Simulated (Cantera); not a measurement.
Charge: 1 mol CuO, 14 mol CO, held at 2223 K and 1 atm.

These are equilibrium values from Cantera (NASA tables, ideal gas, pure condensed phases), not measurements of a reactor. Candidate condensed phases: C, Cu, CuO, Cu₂O; 15 gas species. Equilibrium is a limit: real reactors are often held back by kinetics, nucleation or transport.

Base state: CO 0.903, CO₂ 0.0695, Cu 0.0272, Cu₂ 0.000221 (mole fractions); condensed: Cu(l).

### Question
What changes in the equilibrium state with this change: 0.44 mol H₂ added?

### Answer
| species | before | after |
|---|---|---|
| CO | 0.903 | 0.883 |
| CO₂ | 0.0695 | 0.0595 |
| Cu | 0.0272 | 0.0272 |
| H₂ | 0 | 0.0214 |
| H₂O | 0 | 0.00773 |
| H | 0 | 0.000931 |
| OH | 0 | 4.86e-5 |
| Cu₂ | 0.000221 | 0.000221 |
| Cu(l), mol | 0.602 | 0.589 |
Further candidate phases: C₆H₆, C₇H₈, C₈H₁₈, Cu(OH)₂, H₂O.

### Question
What changes in the equilibrium state with this change: temperature from 2223 K to 1050 K?

### Answer
| species | before | after |
|---|---|---|
| CO | 0.903 | 0.845 |
| CO₂ | 0.0695 | 0.155 |
| Cu | 0.0272 | <1e-9 |
| Cu₂ | 0.000221 | <1e-9 |
| Cu(l), mol | 0.602 | 0 |
| C(graphite), mol | 0 | 1.01 |
| Cu(s), mol | 0 | 1.00 |

### Question
What changes in the equilibrium state with this change: temperature from 2223 K to 2050 K?

### Answer
| species | before | after |
|---|---|---|
| CO | 0.903 | 0.922 |
| CO₂ | 0.0695 | 0.0709 |
| Cu | 0.0272 | 0.00668 |
| Cu₂ | 0.000221 | 3.26e-5 |
| Cu(l), mol | 0.602 | 0.905 |
